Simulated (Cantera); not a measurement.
Input: 1 mol borazine, 0.06 mol O2, a varied amount of H2, at 2348.15 K and 26.0 Pa.

Method: chemical equilibrium by Gibbs-energy minimisation in Cantera with the NASA 1993 tables (ideal gas, pure condensed phases). Candidate condensed phases: B, BN, B2O3, B3O3H3, H2O; 39 gas species. The feed counts by its element totals alone. The tables' values for BH2 are old estimates; treat these amounts as uncertain. Equilibrium is a limit: real reactors are often held back by kinetics, nucleation or transport.

x: gas mole fraction; n: condensed amount in mol.

```json
[
 {"n(H2) (mol)": "3.6", "x H": "0.448", "x H2": "0.341", "x N2": "0.129", "x B": "0.0704", "x BO": "0.00935", "n B(s)": "2.04"},
 {"n(H2) (mol)": "4.8", "x H": "0.455", "x H2": "0.352", "x N2": "0.112", "x B": "0.0704", "x BO": "0.00811", "n B(s)": "1.91"},
 {"n(H2) (mol)": "6.4", "x H": "0.462", "x H2": "0.363", "x N2": "0.0950", "x B": "0.0704", "x BO": "0.00689", "n B(s)": "?"},
 {"n(H2) (mol)": "8.5", "x H": "0.469", "x H2": "0.374", "x N2": "0.0794", "x B": "0.0704", "x BO": "0.00576", "n B(s)": "?"},
 {"n(H2) (mol)": "11", "x H": "0.474", "x H2": "0.382", "x N2": "0.0664", "x B": "0.0704", "x BO": "0.00481", "n B(s)": "?"},
 {"n(H2) (mol)": "15", "x H": "0.480", "x H2": "0.392", "x N2": "0.0527", "x B": "0.0704", "x BO": "0.00381", "n B(s)": "?"},
 {"n(H2) (mol)": "20", "x H": "0.484", "x H2": "0.399", "x N2": "0.0418", "x B": "0.0704", "x BO": "0.00303", "n B(s)": "?"},
 {"n(H2) (mol)": "27", "x H": "0.491", "x H2": "0.410", "x N2": "0.0328", "x B": "0.0615", "x BO": "0.00238", "n B(s)": "0"},
 {"n(H2) (mol)": "36", "x H": "0.499", "x H2": "0.424", "x N2": "0.0259", "x B": "0.0485", "x BO": "0.00189", "n B(s)": "0"},
 {"n(H2) (mol)": "48", "x H": "0.505", "x H2": "0.434", "x N2": "0.0202", "x B": "0.0379", "x BO": "0.00148", "n B(s)": "0"},
 {"n(H2) (mol)": "63", "x H": "0.510", "x H2": "0.443", "x N2": "0.0159", "x B": "0.0297", "x BO": "0.00116", "n B(s)": "0"},
 {"n(H2) (mol)": "85", "x H": "0.514", "x H2": "0.450", "x N2": "0.0120", "x B": "0.0226", "x BO": "0.000884", "n B(s)": "0"},
 {"n(H2) (mol)": "110", "x H": "0.517", "x H2": "0.455", "x N2": "0.00947", "x B": "0.0177", "x BO": "0.000696", "n B(s)": "0"}
]
```

Task: Some entries are withheld; supply them.

Result: 
- 6.4, n B(s): 1.74
- 8.5, n B(s): 1.52
- 11, n B(s): 1.25
- 15, n B(s): 0.826
- 20, n B(s): 0.295
